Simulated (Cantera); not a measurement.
A closed system holds: 1 mol NF3, 0.13 mol H2O, a varied amount of H2, equilibrated at 2473.15 K and 31.0 mbar.

Cantera equilibrium calculation (NASA polynomials, part measured and part estimated; ideal gas, pure solids and liquids). Candidate condensed phases: H2O; 40 gas species. Equilibrium is a limit: real reactors are often held back by kinetics, nucleation or transport.

Task: At 3.8 mol H2, list the 7 most abundant gas species with their mole fractions, and the condensed phases.

Result: HF 0.487, H2 0.337, N2 0.0811, H 0.0736, H2O 0.0201, OH 0.000879, F 0.000207. Condensed: gas only.
